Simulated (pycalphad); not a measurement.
All values are pycalphad results on the COST 507 light-alloy database (1999) (1 atm), not direct measurements. These are 1990s assessments: newer ones move some temperatures and phases. Not assessed as a whole: an extrapolation from subsystems, which can miss ternary compounds.

Molar enthalpy of Al-3.49Si-9.67Cu (at.%) in equilibrium (SER reference):

| T (K) | H (kJ/mol) | phases |
|---|---|---|
| 1850 | 54.66 | liquid |
| 1750 | 51.57 | liquid |
| 1650 | 48.48 | liquid |
| 1550 | 45.38 | liquid |
| 1450 | 42.29 | liquid |
| 1350 | 39.20 | liquid |
| 1250 | 36.12 | liquid |
| 1150 | 33.04 | liquid |
| 1050 | 29.97 | liquid |
| 950 | 26.91 | liquid |
| 900 | 25.39 | liquid |
| 850 | 23.58 | liquid + fcc |
| 750 | 8.26 | fcc + ALCU_THETA + diamond (Si) |
| 700 | 6.53 | fcc + ALCU_THETA + diamond (Si) |
| 650 | 4.94 | fcc + ALCU_THETA + diamond (Si) |
| 550 | 1.99 | fcc + ALCU_THETA + diamond (Si) |

Cooling from 900 K to 750 K, across the freezing range, releases 17.1 kJ/mol, or 560 J/g. The slope is 30 J/(mol K) in the liquid and 35 J/(mol K) just below the solidus, where it includes any heat of precipitation. Liquidus 852 K, solidus 785 K. Changes were sought between steps of 50 K, so a narrower field can be missed.

Database names, with the compositions (at.%) that they take in these runs: ALCU_THETA: Al 67 Cu 32.
